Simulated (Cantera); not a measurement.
Source: NASA polynomial tables (part measured, part estimated), evaluated in Cantera. Values are per mole of reaction as written; species without (g) are pure solids or liquids, kept so even where they would boil at 1 bar.

P4O10 + 10 H(g) = P4(g) + 10 OH(g), with ΔH° = 1282.3 kJ and ΔS° = 741.1 J/K at 300 K.

Question: How far is the shortcut ΔG° ≈ ΔH°(300 K) − T·ΔS°(300 K) from the full temperature-dependent value at 523, 548, 573, 598, 623, 648, 673 K?

Answer: 
```csv
T (K),shortcut (kJ),full (kJ),difference (kJ),difference in log10 K
523,894.7,900.4,-5.7,0.57
548,876.2,883.3,-7.2,0.68
573,857.7,866.4,-8.8,0.80
598,839.1,849.7,-10.6,0.92
623,820.6,833.2,-12.6,1.05
648,802.1,816.8,-14.7,1.19
673,783.5,800.6,-17.1,1.32
```
The shortcut ignores the heat-capacity change of the reaction.
